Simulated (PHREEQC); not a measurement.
1 kg of water holding 0.45 mol K2CO3 and 0.49 mol KCl is evaporated at 30 °C; the solids stay in contact with the brine. The system is closed to CO2. The run lets Kalicinite, Sylvite precipitate or redissolve, and no other solid.

Base run: PHREEQC, Pitzer model, pitzer.dat. Each further column changes one thing. The table gives water activity.

```json
[
 {"H2O removed (mol)": "0", "base": "0.965", "temperature from 30 to 50 °C": "0.965", "temperature from 30 to 5 °C": "0.966"},
 {"H2O removed (mol)": "18.01", "base": "0.948", "temperature from 30 to 50 °C": "0.947", "temperature from 30 to 5 °C": "0.950"},
 {"H2O removed (mol)": "24.69", "base": "0.936", "temperature from 30 to 50 °C": "0.934", "temperature from 30 to 5 °C": "0.939"},
 {"H2O removed (mol)": "30.18", "base": "0.921", "temperature from 30 to 50 °C": "0.918", "temperature from 30 to 5 °C": "0.926"},
 {"H2O removed (mol)": "38.4", "base": "0.876", "temperature from 30 to 50 °C": "0.870", "temperature from 30 to 5 °C": "0.886"},
 {"H2O removed (mol)": "43.95", "base": "0.801", "temperature from 30 to 50 °C": "0.788", "temperature from 30 to 5 °C": "0.822"},
 {"H2O removed (mol)": "46.01", "base": "0.758", "temperature from 30 to 50 °C": "0.728", "temperature from 30 to 5 °C": "0.804"},
 {"H2O removed (mol)": "47.7", "base": "0.732", "temperature from 30 to 50 °C": "0.700", "temperature from 30 to 5 °C": "0.780"},
 {"H2O removed (mol)": "50.23", "base": "0.645", "temperature from 30 to 50 °C": "0.606", "temperature from 30 to 5 °C": "0.704"}
]
```

 At this temperature some constants are extrapolated from 25 °C, and those without enthalpy data are left unchanged.
